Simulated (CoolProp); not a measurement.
Vapour-liquid equilibrium of ethylbenzene (1) + m-xylene (2) at 476.4 K; x and y are mole fractions of (1).

Model: multi-fluid Helmholtz-energy mixture model, Zhou 2012 and Zhou 2012; pair parameters Bell 2016, in CoolProp.

Question: Give the bubble pressure and the first vapour's composition at x = 0.275, 0.725, 0.875. Is there an azeotrope?

Answer: x = 0.275: 0.4436 MPa, y = 0.285; x = 0.725: 0.4543 MPa, y = 0.733; x = 0.875: 0.4573 MPa, y = 0.879. No azeotrope shows between x = 0.05 and 0.95.

Pair parameters are fitted to limited data, so mixtures are less certain than the pure fluids.
